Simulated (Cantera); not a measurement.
Cantera run:

```python
import numpy as np
import cantera as ct

gas_names = [...]  # 136 gases of nasa_gas.yaml made of C, H, N, O
cond_names = """
    C(gr) C6H6(L) C7H8(L) C8H18(L),n-octa H2O(s) H2O(L)
""".split()


# ... load() reads the species with a 1 bar reference pressure and builds the phases ...
atoms = {
    'acetone': {'C': 3, 'H': 6, 'O': 1},
    'H2': {'H': 2},
    'N2': {'N': 2},
}
top_T = {'C(gr)': 4500}  # K; cautious upper limits of use, not melting points


# ... equilibrate(T, P, feed) seeds the gas with the atoms and calls Mixture.equilibrate('TP', solver="vcs", rtol=1e-11, max_steps=5000) ...
results = []
feed = {'acetone': 1, 'H2': 65, 'N2': 1.6}  # mol
T = 1000  # K
P = 4100  # Pa
mix = equilibrate(T, P, feed)
results.append((T, P, feed, dict(zip(mix.species_names, mix.species_moles))))
print(gas.report(threshold=1e-05))
for i in range(1, mix.n_phases):
    print(f"{mix.phase(i).name:16s} {mix.phase_moles(i):12.5e} mol")
```

Result:

```
       temperature   1000 K
          pressure   4100 Pa
           density   0.0014919 kg/m^3
  mean mol. weight   3.0254 kg/kmol
   phase of matter   gas

                          1 kg             1 kmol
                     ---------------   ---------------
          enthalpy        6.2519e+06        1.8914e+07  J
   internal energy        3.5037e+06          1.06e+07  J
           entropy             65181         1.972e+05  J/K
    Gibbs function       -5.8929e+07       -1.7828e+08  J
 heat capacity c_p             10055             30422  J/K
 heat capacity c_v            7307.2             22107  J/K

                      mass frac. Y      mole frac. X     chem. pot. / RT
                     ---------------   ---------------   ---------------
               CH4           0.01911         0.0036037           -43.005
                CO           0.12954          0.013992           -46.358
                H2           0.63933           0.95943           -20.741
               H2O         0.0012953        0.00021753           -65.576
                N2           0.21063          0.022748           -31.839
     [ +131 minor]        9.2399e-05        8.7427e-06

C(gr)             1.76211e+00 mol
```

Cantera equilibrium calculation (NASA polynomials, part measured and part estimated; ideal gas, pure solids and liquids). The feed counts by its element totals alone.
